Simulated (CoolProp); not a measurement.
Hydrogen chloride along the isotherm 330.1 K: Z from the reference equation and from simpler models built on Tc = 324.7 K, pc = 8.314 MPa, ω = 0.130; each cubic takes its own stable root.

Model: reference Helmholtz-energy equation of state, Thol 2018, in CoolProp.

```csv
p (MPa),phase,reference,van der Waals,Redlich-Kwong,Soave-Redlich-Kwong,Peng-Robinson
0.0657,gas,0.9972,0.9977,0.9974,0.9974,0.9971
0.15,gas,0.9936,0.9948,0.9941,0.9941,0.9935
0.34,gas,0.9854,0.9882,0.9866,0.9867,0.9851
0.775,gas,[?],0.9728,0.9691,0.9693,0.9658
1.76,gas,0.9216,0.9363,0.9280,0.9284,0.9205
4.01,gas,0.8088,0.8420,0.8238,0.8247,0.8077
9.13,supercritical,0.3188,0.3413,0.3467,0.3696,[?]
20.8,supercritical,[?],0.5117,0.4173,0.4187,0.3772
```

Q: Some entries are withheld; supply them.

A: 
- 0.775, reference: 0.9663
- 9.13, Peng-Robinson: 0.3464
- 20.8, reference: 0.3471
